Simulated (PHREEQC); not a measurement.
Dissolve 0.0045 mol/kgw CaCl2, 0.0004 mol/kgw Na2HPO4 and 0.00013 mol/kgw KCl at 10 °C. Closed to the air; pH follows from the charge balance.

Computed with PHREEQC (ion-association model, wateq4f.dat).

No solid was allowed to form.

**Question.** What pH does the model give?

**Answer.** pH 7.98.

**Question.** In which forms is Ca present?

**Answer.** Ca+2 96 %, CaHPO4 3.2 %, CaPO4- 0.6 % of the Ca.

Examples of supersaturated solids here: Hydroxyapatite. Others may be too. H3PO4, which wateq4f.dat lacks, is added to it with the constant of phreeqc.dat. At this temperature some constants are extrapolated from 25 °C, and those without enthalpy data are left unchanged.
